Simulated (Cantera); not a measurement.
Cantera run:

```python
import numpy as np
import cantera as ct

gas_names = [...]  # 114 gases of nasa_gas.yaml made of C, Fe, H, O
cond_names = """
    C(gr) C6H6(L) C7H8(L) C8H18(L),n-octa Fe(a) Fe(c) Fe(d) Fe(L) FeC5O5(L) FeO(s) FeO(L) Fe(OH)2(s)
    Fe(OH)3(s) Fe2O3(s) Fe3O4(s) H2O(s) H2O(L)
""".split()


# ... load() reads the species with a 1 bar reference pressure and builds the phases ...
atoms = {
    'Fe(CO)5': {'Fe': 1, 'C': 5, 'O': 5},
    'CO': {'C': 1, 'O': 1},
    'H2': {'H': 2},
}
top_T = {'C(gr)': 4500, 'Fe2O3(s)': 1830, 'Fe3O4(s)': 1870}  # K; cautious upper limits of use, not melting points


# ... equilibrate(T, P, feed) seeds the gas with the atoms and calls Mixture.equilibrate('TP', solver="vcs", rtol=1e-11, max_steps=5000) ...
results = []
feed = {'Fe(CO)5': 1, 'CO': 0.051, 'H2': 16}  # mol
P = 45  # Pa
for T in [1075, 1125, 1175, 1225, 1275, 1325, 1375, 1425, 1475, 1525]:
    mix = equilibrate(T, P, feed)
    results.append((T, P, feed, dict(zip(mix.species_names, mix.species_moles))))

top = {s: max(r[3][s] / sum(r[3][g] for g in gas_names) for r in results) for s in gas_names}
cols = sorted((s for s in top if top[s] > 0.0001), key=lambda s: -top[s])[:6]
seen = [c for c in cond_names if any(r[3].get(c, 0) > 1e-12 for r in results)]
print("log10 of partial pressures in bar; condensed amounts in mol")
print(f"{'T/K':>10s}" + "".join(f"{s[:9]:>10s}" for s in cols + seen))
for T, P, feed, n in results:
    ng = sum(n[g] for g in gas_names)
    print(f"{T:10.4g}" + "".join(f"{np.log10(max(n[s] / ng * P / 1e5, 1e-99)):10.3f}" for s in cols)
          + "".join(f"{n.get(c, 0):10.4g}" for c in seen))
```

Result:

```
log10 of partial pressures in bar; condensed amounts in mol
       T/K        H2        CO         H        Fe     C(gr)     Fe(a)     Fe(c)
      1075    -3.466    -3.967    -9.566   -12.346 4.539e-05         1         0
      1125    -3.466    -3.967    -9.085   -11.473         0         1         0
      1175    -3.466    -3.967    -8.645   -10.677         0         1         0
      1225    -3.466    -3.967    -8.239    -9.948         0         0         1
      1275    -3.466    -3.967    -7.865    -9.277         0         0         1
      1325    -3.466    -3.967    -7.519    -8.659         0         0    0.9999
      1375    -3.466    -3.967    -7.198    -8.086         0         0    0.9996
      1425    -3.466    -3.967    -6.899    -7.554         0         0    0.9987
      1475    -3.466    -3.967    -6.620    -7.059         0         0    0.9959
      1525    -3.467    -3.967    -6.359    -6.597         0         0    0.9882
```

These are equilibrium values from Cantera (NASA tables, ideal gas, pure condensed phases), not measurements of a reactor.
